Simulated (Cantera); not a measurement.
An isothermal, constant-pressure homogeneous reactor starts with CO : O2 : H2O : N2 = 0.029 : 0.0039 : 0.056 : 1 (molar parts), equivalence ratio 3.7, at 1000 K and 2.70 bar.

Computed with Cantera and GRI-Mech 3.0 (53 species, 325 reactions).

x: mole fraction; the columns are a selection and need not sum to one.

```
t (s)       x CO     x O2   x H2O     x CO2      x NO
--------  ------  -------  ------  --------  --------
3.00e-5   0.0266  0.00358  0.0514  9.48e-12    <1e-12
9.34e-5   0.0266  0.00358  0.0514  3.89e-11    <1e-12
0.000291  0.0266  0.00358  0.0514  1.96e-10    <1e-12
0.000906  0.0266  0.00358  0.0514   1.09e-9    <1e-12
0.00282   0.0266  0.00358  0.0514   7.75e-9    <1e-12
0.00878   0.0266  0.00358  0.0514   1.16e-7    <1e-12
0.0273    0.0266  0.00357  0.0514   1.74e-5    <1e-12
0.0851    0.0261  0.00334  0.0514  0.000544  3.00e-12
0.265     0.0244        …  0.0513   0.00225  1.85e-11
0.825     0.0208        …  0.0510   0.00586  8.36e-11
2.57      0.0177        …  0.0498   0.00898  1.30e-10
8.00      0.0163        …  0.0483    0.0105  6.03e-11
```

### Question
Some entries are withheld; supply them.

### Answer

- 0.265, x O2: 0.00257
- 0.825, x O2: 0.000958
- 2.57, x O2: 2.05e-5
- 8.00, x O2: 8.10e-8
